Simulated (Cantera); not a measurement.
Cantera with NASA thermochemical tables; ideal gases at 1 bar, condensed phases pure. Values are per mole of reaction as written; species without (g) are pure solids or liquids, kept so even where they would boil at 1 bar. TiC: taken at fixed stoichiometry.

2 TiC + 3 Cl₂(g) ⇌ 2 TiCl₃ + 2 C

| T (K) | ΔH° (kJ) | ΔS° (J/K) | ΔG° (kJ) | log10 K |
|---|---|---|---|---|
| 300 | -1075.2 | -426.4 | -947.3 | 164.93 |
| 450 | … | … | … | … |
| 525 | -1067.4 | -406.8 | -853.9 | 84.95 |
| 600 | -1065.0 | -402.4 | -823.5 | 71.69 |
| 675 | -1062.5 | -398.5 | -793.5 | 61.40 |
| 750 | … | … | … | … |

Question: Some entries are withheld; supply them.

Answer: 
- 450, ΔH° (kJ): -1069.8
- 450, ΔS° (J/K): -411.7
- 450, ΔG° (kJ): -884.5
- 450, log10 K: 102.67
- 750, ΔH° (kJ): -1059.8
- 750, ΔS° (J/K): -394.8
- 750, ΔG° (kJ): -763.7
- 750, log10 K: 53.19
